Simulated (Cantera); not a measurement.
A closed system holds: 1 mol BN, 78 mol H₂, 7.4 mol O₂, equilibrated at 0.105 Torr.

These are equilibrium values from Cantera (NASA tables, ideal gas, pure condensed phases), not measurements of a reactor. Candidate condensed phases: B, BN, B₂O₃, B₃O₃H₃, H₂O; 39 gas species. Rates play no part.

Question: Which condensed phases are stable at each of these points (T (K)): 825, 925, 1025, 1125, 1225, 1325, 1425, 1525, 1625, 1725, 1825, 1925?

Answer: 
```csv
T (K),condensed phases,B condensed (%)
825,B₂O₃(l),98.4
925,B₂O₃(l),97.9
1025,B₂O₃(l),87.6
1125,B₂O₃(l),28.1
1225,gas only,0.0
1325,gas only,0.0
1425,gas only,0.0
1525,gas only,0.0
1625,gas only,0.0
1725,gas only,0.0
1825,gas only,0.0
1925,gas only,0.0
```

From 825 K to 1125 K the condensed part is B₂O₃(l). From 1225 K to 1925 K nothing is condensed.
